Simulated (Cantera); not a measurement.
Input (Python, Cantera) and output of one run.

```python
import numpy as np
import cantera as ct

gas_names = [...]  # 114 gases of nasa_gas.yaml made of C, Fe, H, O
cond_names = """
    C(gr) C6H6(L) C7H8(L) C8H18(L),n-octa Fe(a) Fe(c) Fe(d) Fe(L) FeC5O5(L) FeO(s) FeO(L) Fe(OH)2(s)
    Fe(OH)3(s) Fe2O3(s) Fe3O4(s) H2O(s) H2O(L)
""".split()


# ... load() reads the species with a 1 bar reference pressure and builds the phases ...
atoms = {
    'Fe3O4': {'Fe': 3, 'O': 4},
    'CO': {'C': 1, 'O': 1},
    'H2': {'H': 2},
}
top_T = {'C(gr)': 4500, 'Fe2O3(s)': 1830, 'Fe3O4(s)': 1870}  # K; cautious upper limits of use, not melting points


# ... equilibrate(T, P, feed) seeds the gas with the atoms and calls Mixture.equilibrate('TP', solver="vcs", rtol=1e-11, max_steps=5000) ...
results = []
feed = {'Fe3O4': 1, 'CO': 9.3, 'H2': 8.2}  # mol
T = 2398.15  # K
P = 3000  # Pa
mix = equilibrate(T, P, feed)
results.append((T, P, feed, dict(zip(mix.species_names, mix.species_moles))))
print(gas.report(threshold=0.0001))
for i in range(1, mix.n_phases):
    print(f"{mix.phase(i).name:16s} {mix.phase_moles(i):12.5e} mol")
```

Output:

```
       temperature   2398.2 K
          pressure   3000 Pa
           density   0.0036398 kg/m^3
  mean mol. weight   24.192 kg/kmol
   phase of matter   gas

                          1 kg             1 kmol
                     ---------------   ---------------
          enthalpy        1.8647e+06        4.5111e+07  J
   internal energy        1.0405e+06        2.5172e+07  J
           entropy             11807        2.8564e+05  J/K
    Gibbs function       -2.6451e+07        -6.399e+08  J
 heat capacity c_p            1549.9             37496  J/K
 heat capacity c_v            1206.3             29182  J/K

                      mass frac. Y      mole frac. X     chem. pot. / RT
                     ---------------   ---------------   ---------------
                CO           0.46408           0.40082           -38.301
               CO2          0.075639          0.041579           -59.143
                Fe           0.32059           0.13888            -9.848
               FeO          0.011118         0.0037439            -30.69
                 H         0.0018067          0.043361           -12.532
                H2          0.018908            0.2269           -25.064
               H2O           0.10349           0.13898           -45.906
                 O        0.00041231        0.00062345           -20.842
                OH         0.0034237         0.0048702           -33.374
                O2         0.0002091        0.00015809           -41.685
     [ +104 minor]         0.0003167        8.5344e-05

C(gr)             0.00000e+00 mol
Fe(L)             0.00000e+00 mol
FeC5O5(L)         0.00000e+00 mol
FeO(L)            0.00000e+00 mol
```

These are equilibrium values from Cantera (NASA tables, ideal gas, pure condensed phases), not measurements of a reactor.
